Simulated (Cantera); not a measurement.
# Si + Cl2 + H2 (silicon etching in halogen gases)

Input: 1 mol Si, a varied amount of Cl2, 0.45 mol H2, equilibrated at 0.00133 bar.

Equilibrium computed with Cantera from the NASA thermochemical tables; the gas is ideal and each condensed phase is pure. Candidate condensed phases: Si; 19 gas species. The tables' values for SiCl3 are old estimates. Rates play no part.

Task: Map the stable condensed phases over T = 823, 898, 973, 1048, 1123, 1198, 1273, 1348, 1423, 1498, 1573 K and n(Cl2) in mol = 0.83, 1.2, 1.6, 2, 2.3, 2.7, 3.1, 3.5, 3.8, 4.2.

Result: 
```
T in K \ n(Cl2) in mol
         0.83  1.2  1.6    2  2.3  2.7  3.1  3.5  3.8  4.2
   1573     A    B    B    B    B    B    B    B    B    B
   1498     A    B    B    B    B    B    B    B    B    B
   1423     A    B    B    B    B    B    B    B    B    B
   1348     A    A    B    B    B    B    B    B    B    B
   1273     A    A    B    B    B    B    B    B    B    B
   1198     A    A    A    B    B    B    B    B    B    B
   1123     A    A    A    B    B    B    B    B    B    B
   1048     A    A    A    B    B    B    B    B    B    B
    973     A    A    A    B    B    B    B    B    B    B
    898     A    A    A    B    B    B    B    B    B    B
    823     A    A    A    B    B    B    B    B    B    B
```
A: Si; B: gas only.
